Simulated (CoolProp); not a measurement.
Propyne along the isobar 62.6 bar: fugacity coefficient from the reference equation and from simpler models built on Tc = 402.7 K, pc = 56.58 bar, ω = 0.204; each cubic takes its own stable root.

Values from CoolProp's reference Helmholtz-energy equation of state, Polt 1992. This equation is an older, rougher fit; its heat capacities, sound speeds and derivatives of the liquid may be far off and weren't checked against measurements.

```tsv
T (K)	phase	reference
303.3	liquid	0.1114
327.7	liquid	0.1952
352.1	liquid	0.3086
376.5	liquid	0.4470
400.8	liquid	0.5963
425.2	supercritical	0.6950
449.6	supercritical	0.7482
474	supercritical	0.7876
```

Q: How far does each simpler model (van der Waals, Redlich-Kwong, Soave-Redlich-Kwong, Peng-Robinson) lie from the reference over these 8 states: mean and median of the absolute difference, and the worst?

A: 
- van der Waals: mean 36.8 %, median 14.8 %, worst +136.7 % at 303.3 K and 62.6 bar
- Redlich-Kwong: mean 10.2 %, median 4.9 %, worst +32.2 % at 303.3 K and 62.6 bar
- Soave-Redlich-Kwong: mean 2.7 %, median 2.6 %, worst +4.6 % at 327.7 K and 62.6 bar
- Peng-Robinson: mean 1.4 %, median 1.3 %, worst -2.7 % at 425.2 K and 62.6 bar
